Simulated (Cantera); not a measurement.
# Equilibrium for carbon deposition, reforming and gasification: CO + H2O + H2 + O2

Input: 1 mol CO, 0.11 mol H2O, 3.6 mol H2, 0.71 mol O2, held at 575 K.

Method: chemical equilibrium by Gibbs-energy minimisation in Cantera with the NASA 1993 tables (ideal gas, pure condensed phases). Candidate condensed phases: C, C6H6, C7H8, C8H18, H2O; 110 gas species. The ideal-gas law is rough above about 30 bar. The numbers say what is thermodynamically allowed, not how fast it happens.

```tsv
P (Pa)	x H2O	x H2	x CH4	x CO2	x CO	x C2H6	n C(graphite)	n H2O(l)
10	0.144	0.641	0.00490	0.188	0.0211	1.21e-11	0	0
100	0.266	0.512	0.0509	0.163	0.00790	1.62e-9	0.0650	0
1000	0.438	0.288	0.145	0.127	0.00209	2.36e-8	0	0
10000	0.576	0.124	0.208	0.0921	0.000498	1.13e-7	0	0
100000	0.642	0.0448	0.238	0.0753	0.000133	4.05e-7	0	0
1000000	0.667	0.0150	0.249	0.0689	3.89e-5	1.33e-6	0	0
10000000	0.658	0.00476	0.267	0.0703	1.28e-5	4.80e-6	0	0.159
```
x: gas mole fraction; n: condensed amount in mol.

At 10.0 Pa nothing is condensed. At 100 Pa the condensed part is C(graphite). From 1000 Pa to 1000000 Pa nothing is condensed. At 1.00e7 Pa the condensed part is H2O(l). The main C-bearing gas is CO2 at 10.0 Pa and CH4 at 1.00e7 Pa.
